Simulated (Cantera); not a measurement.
A freely propagating, adiabatic, planar premixed flame of 31.5 % H₂, 14.3 % O₂, 53.9 % N₂, 0.302 % H₂O, equivalence ratio 1.1, unburnt at 348 K and 13300 Pa; mixture-averaged transport, grid criteria slope 0.08 and curve 0.16, no radiation.

Model: the H2/O2 subset of GRI-Mech 3.0, which has no nitrogen chemistry, integrated in Cantera. Burning velocities carry a grid error of a few per cent, more on coarse grids.

x: mole fraction of selected species; z is measured from the peak of heat release.

| z (mm) | T (K) | u (m/s) | x H₂ | x O₂ | x O | x H | x OH | x H₂O |
|---|---|---|---|---|---|---|---|---|
| -16.4 | 348 | 2.62 | 0.315 | 0.143 | <1e-8 | <1e-8 | <1e-8 | 0.00302 |
| -11.0 | 348 | 2.62 | 0.315 | 0.143 | <1e-8 | <1e-8 | <1e-8 | 0.00302 |
| -8.22 | 348 | 2.62 | 0.315 | 0.143 | <1e-8 | <1e-8 | <1e-8 | 0.00302 |
| -5.48 | 348 | 2.62 | 0.315 | 0.143 | <1e-8 | <1e-8 | <1e-8 | 0.00302 |
| -2.74 | 350 | 2.63 | 0.314 | 0.144 | 2.45e-7 | 2.23e-6 | 1.52e-6 | 0.00305 |
| -1.37 | [?] | 4.10 | [?] | 0.140 | [?] | [?] | [?] | [?] |
| 0 | 1043 | 7.41 | 0.158 | 0.0960 | 0.00520 | 0.0536 | 0.00218 | 0.116 |
| 1.37 | 1335 | 9.38 | 0.0620 | 0.0346 | 0.0111 | 0.0833 | 0.00658 | 0.226 |
| 2.74 | 1456 | 10.2 | 0.0536 | 0.0254 | 0.0114 | 0.0775 | 0.00878 | 0.242 |
| 5.48 | 1591 | 11.0 | 0.0555 | 0.0221 | 0.0107 | 0.0644 | 0.0111 | 0.250 |
| 11.0 | 1739 | 11.9 | 0.0567 | 0.0190 | 0.00927 | 0.0506 | 0.0132 | 0.259 |
| 21.9 | 1890 | 12.8 | 0.0559 | 0.0155 | 0.00731 | 0.0374 | 0.0145 | 0.270 |
| 43.9 | 2035 | 13.6 | 0.0531 | [?] | [?] | [?] | 0.0147 | 0.283 |

Problem. Some entries are withheld; supply them.

Solution. 
- -1.37, T (K): 557
- -1.37, x H₂: 0.286
- -1.37, x O: 9.61e-5
- -1.37, x H: 0.00510
- -1.37, x OH: 0.000734
- -1.37, x H₂O: 0.0176
- 43.9, x O₂: 0.0119
- 43.9, x O: 0.00521
- 43.9, x H: 0.0260
